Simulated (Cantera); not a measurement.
Charge: 1 mol FeCl3, 15 mol H2, held at 0.00210 Torr.

These are equilibrium values from Cantera (NASA tables, ideal gas, pure condensed phases), not measurements of a reactor. Candidate condensed phases: Fe, FeCl2, FeCl3; 11 gas species. The numbers say what is thermodynamically allowed, not how fast it happens. All values below are at 1498 K.

Base state: H2 0.791, HCl 0.141, Fe 0.0423, FeCl2 0.0155, H 0.00913, Cl 0.00131, FeCl 1.72e-5 (mole fractions); condensed: gas only.

Q: What changes in the equilibrium state with this change: H2 from 15 to 120 mol?

A: 
```tsv
species	before	after
H2	0.791	0.958
HCl	0.141	0.0240
H	0.00913	0.0100
Fe	0.0423	0.00805
FeCl2	0.0155	7.07e-5
FeCl	1.72e-5	5.08e-7
Cl	0.00131	0.000203
```
